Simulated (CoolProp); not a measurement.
200 sccm (0 °C, 1 atm) of nitrogen bubbles through liquid octamethyltrisiloxane (MDM) at 295.6 K and leaves saturated at a total pressure of 0.009 MPa (ideal gas phase). Each further row changes one setting.

Model: reference Helmholtz-energy equation of state, Thol 2017, in CoolProp.

```csv
case,vapour pressure (kPa),mole fraction of vapour,delivery (mg/min),delivery (sccm),change of delivery for a bath 1 K warmer (%)
as stated,0.422,…,104,…,…
bath temperature 300.6 K,…,0.0650,147,…,7.1
total pressure 0.018 MPa,0.422,0.0234,50.6,…,7.1
```

Problem. Some entries are withheld; supply them.

Solution. 
- as stated, mole fraction of vapour: 0.0469
- as stated, delivery (sccm): 9.83
- as stated, change of delivery for a bath 1 K warmer (%): 7.3
- bath temperature 300.6 K, vapour pressure (kPa): 0.585
- bath temperature 300.6 K, delivery (sccm): 13.9
- total pressure 0.018 MPa, delivery (sccm): 4.80
